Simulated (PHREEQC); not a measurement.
Solution A (0.85 mol/kgw NH3) is mixed with solution B (0.13 mol TMAH and 3.4e-07 mol H4SiO4 per kg of water) at 20 °C; shares are by mass of water, 1 kg in all. Oxygen alone is held at its pressure in air (log pO2 = -0.68). The system is closed to CO2. Solids allowed: Chalcedony. Others were left out.

Model: ion-association model, phreeqc.dat, run in PHREEQC.

```
share of solution B     pH  H2SiO4-2 (mol/kgw)  H3SiO4- (mol/kgw)
-------------------  -----  ------------------  -----------------
0                    11.75                   0                  0
0.05                 12.06             1.15e-9            1.58e-8
0.1                  12.27             3.81e-9            3.01e-8
0.15                 12.42             8.03e-9            4.29e-8
0.2                  12.53             1.36e-8            5.42e-8
0.25                 12.61             2.05e-8            6.44e-8
0.3                  12.68             2.84e-8            7.35e-8
0.35                 12.74             3.73e-8            8.16e-8
0.4                  12.80             4.70e-8            8.89e-8
0.45                 12.84             5.74e-8            9.55e-8
0.5                  12.88             6.84e-8            1.01e-7
0.55                 12.92             8.00e-8            1.07e-7
0.6                  12.95             9.21e-8            1.12e-7
0.65                 12.99             1.05e-7            1.16e-7
0.7                  13.01             1.18e-7            1.20e-7
0.75                 13.04             1.31e-7            1.24e-7
0.8                  13.07             1.44e-7            1.28e-7
0.85                 13.09             1.58e-7            1.31e-7
0.9                  13.11             1.72e-7            1.34e-7
0.95                 13.13             1.86e-7            1.37e-7
1                    13.15             2.01e-7            1.39e-7
```

(CH3)4N+ isn't in the database: it is added as a free cation with an ion size of 4 Å.
